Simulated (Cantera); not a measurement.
A freely propagating, adiabatic, planar premixed flame of CH₄ : H₂ : O₂ : N₂ = 1 : 0.043 : 2.85 : 12 (molar parts), unburnt at 598 K and 1.00 bar; mixture-averaged transport, grid criteria slope 0.08 and curve 0.16, no radiation.

Computed with Cantera and GRI-Mech 3.0 (53 species, 325 reactions). Burning velocities carry a grid error of a few per cent, more on coarse grids.

Task: What does this change do: CH4 1 to 1.3 parts?

Result: 
```tsv
quantity	before	after
laminar burning velocity	73.6 cm/s	106 cm/s
thermal thickness	0.467 mm	0.382 mm
peak x(CH₃)	0.000996	0.00206
peak x(HCO)	2.25e-5	4.94e-5
```

Task: What does this change do: O2 2.85 to 3.6 parts?

Result: 
| quantity | before | after |
|---|---|---|
| laminar burning velocity | 73.6 cm/s | 72.6 cm/s |
| thermal thickness | 0.467 mm | 0.458 mm |
| peak x(CH₃) | 0.000996 | 0.000827 |
| peak x(HCO) | 2.25e-5 | 1.71e-5 |
